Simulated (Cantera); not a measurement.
Input: 1 mol FeS, 410 mol H2, 40 mol N2, equilibrated at 948.15 K and 140 Pa.

Equilibrium computed with Cantera from the NASA thermochemical tables; the gas is ideal and each condensed phase is pure. Candidate condensed phases: Fe, FeS, FeS2, S; 16 gas species. FeS: taken at fixed stoichiometry. The numbers say what is thermodynamically allowed, not how fast it happens.

Base state: H2 0.910, N2 0.0889, H2S 0.000651 (mole fractions); condensed: Fe(α) + FeS(s).

Task: What changes in the equilibrium state with this change: temperature from 948.15 K to 823 K?

Result: 
```csv
species,before,after
H2,0.910,0.911
N2,0.0889,0.0889
H2S,0.000651,0.000185
"Fe(α), mol",0.293,0.0831
"FeS(s), mol",0.707,0.917
```
